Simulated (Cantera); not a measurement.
A perfectly stirred reactor is fed with CH4 : C2H6 : O2 : N2 = 1 : 0.096 : 3.29 : 12.4 (molar parts), at 6.12 atm; it is adiabatic with a 700 K inlet, and is followed from long to short residence time, starting on the burning branch (τ in s: 0.17, 0.079, 0.037, 0.017, 0.0078, 0.0036, 0.0017, 0.00078, 0.00036, 0.00017, 7.7e-05).

Model: GRI-Mech 3.0 (53 species, 325 reactions), integrated in Cantera.

x: mole fraction; the columns are a selection and need not sum to one.

```json
[
 {"τ (s)": "0.17", "T (K)": "2159", "x CH4": "4.52e-7", "x C2H6": "…", "x O2": "0.0550", "x OH": "0.00223", "x N2O": "7.74e-7"},
 {"τ (s)": "0.079", "T (K)": "2160", "x CH4": "9.51e-7", "x C2H6": "…", "x O2": "0.0555", "x OH": "0.00227", "x N2O": "7.85e-7"},
 {"τ (s)": "0.037", "T (K)": "2161", "x CH4": "1.97e-6", "x C2H6": "…", "x O2": "0.0559", "x OH": "0.00232", "x N2O": "8.02e-7"},
 {"τ (s)": "0.017", "T (K)": "2161", "x CH4": "4.11e-6", "x C2H6": "…", "x O2": "0.0561", "x OH": "0.00240", "x N2O": "8.37e-7"},
 {"τ (s)": "0.0078", "T (K)": "2159", "x CH4": "8.30e-6", "x C2H6": "…", "x O2": "0.0563", "x OH": "0.00254", "x N2O": "9.12e-7"},
 {"τ (s)": "0.0036", "T (K)": "2154", "x CH4": "1.59e-5", "x C2H6": "…", "x O2": "0.0565", "x OH": "0.00279", "x N2O": "1.04e-6"},
 {"τ (s)": "0.0017", "T (K)": "2147", "x CH4": "2.84e-5", "x C2H6": "…", "x O2": "0.0568", "x OH": "0.00316", "x N2O": "1.24e-6"},
 {"τ (s)": "0.00078", "T (K)": "2133", "x CH4": "5.00e-5", "x C2H6": "…", "x O2": "0.0573", "x OH": "0.00371", "x N2O": "1.45e-6"},
 {"τ (s)": "0.00036", "T (K)": "2112", "x CH4": "8.66e-5", "x C2H6": "…", "x O2": "0.0581", "x OH": "0.00436", "x N2O": "1.59e-6"},
 {"τ (s)": "0.00017", "T (K)": "2081", "x CH4": "0.000150", "x C2H6": "…", "x O2": "0.0594", "x OH": "0.00500", "x N2O": "1.58e-6"},
 {"τ (s)": "7.7e-5", "T (K)": "2034", "x CH4": "0.000282", "x C2H6": "…", "x O2": "0.0618", "x OH": "0.00551", "x N2O": "1.44e-6"}
]
```

Problem. Fill in the missing entries.

Solution. 
- 0.17, x C2H6: 6.38e-9
- 0.079, x C2H6: 1.35e-8
- 0.037, x C2H6: 2.83e-8
- 0.017, x C2H6: 6.02e-8
- 0.0078, x C2H6: 1.27e-7
- 0.0036, x C2H6: 2.59e-7
- 0.0017, x C2H6: 5.02e-7
- 0.00078, x C2H6: 9.70e-7
- 0.00036, x C2H6: 1.83e-6
- 0.00017, x C2H6: 3.37e-6
- 7.7e-5, x C2H6: 6.65e-6
